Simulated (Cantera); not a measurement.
Charge: 1 mol SiHCl₃, 1.2 mol C₂H₄, 1.1 mol H₂, held at 1000 Pa.

Equilibrium computed with Cantera from the NASA thermochemical tables; the gas is ideal and each condensed phase is pure. Candidate condensed phases: C, C₆H₆, C₇H₈, C₈H₁₈, Si, SiC; 109 gas species. The tables' values for SiCl₃ are old estimates; treat these amounts as uncertain. Kinetics and transport are ignored.

x: gas mole fraction; n: condensed amount in mol.

| T (K) | x H₂ | x HCl | x SiCl₄ | x SiCl₂ | n C(graphite) | n SiC(s) |
|---|---|---|---|---|---|---|
| 1023 | 0.666 | 0.246 | 0.0849 | 7.65e-5 | 1.84 | ___ |
| 1073 | 0.627 | 0.301 | 0.0688 | 0.000199 | 1.77 | ___ |
| 1123 | 0.590 | 0.354 | 0.0530 | 0.000458 | 1.69 | ___ |
| 1173 | 0.555 | 0.402 | 0.0386 | 0.000943 | 1.63 | 0.774 |
| 1223 | 0.526 | 0.442 | 0.0264 | 0.00175 | 1.57 | 0.832 |
| 1273 | 0.505 | 0.472 | 0.0169 | 0.00293 | 1.53 | 0.875 |
| 1323 | 0.490 | 0.492 | 0.0101 | 0.00450 | 1.50 | 0.902 |
| 1373 | 0.481 | 0.504 | 0.00585 | 0.00644 | 1.48 | 0.915 |
| 1423 | 0.476 | 0.509 | 0.00330 | 0.00869 | 1.48 | 0.918 |
| 1473 | 0.475 | 0.509 | 0.00186 | 0.0112 | 1.49 | 0.914 |
| 1523 | 0.475 | 0.507 | 0.00106 | 0.0141 | 1.50 | 0.904 |
| 1573 | 0.477 | 0.503 | 0.000609 | 0.0172 | 1.51 | 0.891 |

Problem. Complete the blanks.

Solution. 
- 1023, n SiC(s): 0.557
- 1073, n SiC(s): 0.632
- 1123, n SiC(s): 0.706
